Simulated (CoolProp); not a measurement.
Model: reference Helmholtz-energy equation of state, Eisenbach 2021, in CoolProp.

### Question
For propylene glycol, give the phase and the Z, cp (kJ/(kg K)), cv (kJ/(kg K)), isothermal compressibility (1/MPa) at 199.55 °C and 0.61 MPa.

### Answer
- 199.55 °C and 0.61 MPa: liquid; Z 0.0134, cp 3.44, cv 2.88, isothermal compressibility 0.00137
